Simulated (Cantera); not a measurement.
# Equilibrium for silicon epitaxy and polysilicon growth: SiHCl3 + HCl + N2

Charge: 1 mol SiHCl3, 0.05 mol HCl, 44 mol N2, at 0.00210 bar.

Equilibrium computed with Cantera from the NASA thermochemical tables; the gas is ideal and each condensed phase is pure. Candidate condensed phases: NH4Cl, Si, Si3N4; 28 gas species. N2 is the only nitrogen source here; it is nearly inert below about 1500 K, so the nitride shown seldom forms there in practice. The tables' values for SiCl3, SiCl are old estimates; treat these amounts as uncertain. The numbers say what is thermodynamically allowed, not how fast it happens.

```tsv
T (K)	x N2	x HCl	x SiCl2	x SiCl4	x SiCl3	n Si3N4(s)
1173	0.966	0.0218	0.000518	0.0106	0.000745	0.155
1223	0.965	0.0218	0.00159	0.00954	0.00138	0.144
1273	0.964	0.0217	0.00417	0.00762	0.00220	0.121
1323	0.961	0.0214	0.00895	0.00479	0.00280	0.0818
1373	0.959	0.0207	0.0148	0.00209	0.00259	0.0351
1423	0.957	0.0196	0.0193	0.000676	0.00181	0
1473	0.957	0.0203	0.0198	0.000415	0.00155	0
1523	0.956	0.0208	0.0202	0.000248	0.00130	0
1573	0.956	0.0210	0.0205	0.000141	0.00105	0
1623	0.956	0.0210	0.0208	7.42e-5	0.000814	0
1673	0.955	0.0208	0.0211	3.60e-5	0.000602	0
1723	0.955	0.0205	0.0212	1.65e-5	0.000432	0
1773	0.954	0.0199	0.0213	7.46e-6	0.000306	0
```
x: gas mole fraction; n: condensed amount in mol.

From 1173 K to 1373 K the condensed part is Si3N4(s). From 1423 K to 1773 K nothing is condensed. The main Si-bearing gas is SiCl4 at 1173 K and SiCl2 at 1773 K.
